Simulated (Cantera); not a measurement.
A closed system holds: 1 mol SiHCl3, 8.4 mol NH3, held at 1773 K and 0.133 bar.

Cantera equilibrium calculation (NASA polynomials, part measured and part estimated; ideal gas, pure solids and liquids). The tables' values for SiCl3, SiCl are old estimates; treat these amounts as uncertain. Kinetics and transport are ignored.

| species | before | after |
|---|---|---|
| H2 | 0.653 | 0.724 |
| N2 | 0.207 | 0.238 |
| HCl | 0.115 | 0.0360 |
| SiCl2 | 0.0226 | 0.00182 |
| SiCl4 | 3.37e-5 | 2.40e-7 |
| SiCl3 | 0.000670 | 1.60e-5 |
| SiHCl3 | 4.49e-5 | 1.13e-6 |
| SiH2Cl2 | 1.07e-5 | 9.56e-7 |
| SiCl | 2.93e-5 | 7.95e-6 |
| Cl | 8.54e-5 | 2.54e-5 |
| Si3N4(s), mol | 0.190 | 0.287 |
Gas species are given as mole fractions.

Problem. Name the change that produced these shifts.
(A) pressure from 0.133 bar to 7.10 mbar
(B) NH3 from 8.4 to 14 mol
(C) temperature from 1773 K to 1048.15 K
(D) NH3 from 8.4 to 37 mol

Solution. D, NH3 from 8.4 to 37 mol. The tables' values for SiCl3 are old estimates; treat these amounts as uncertain
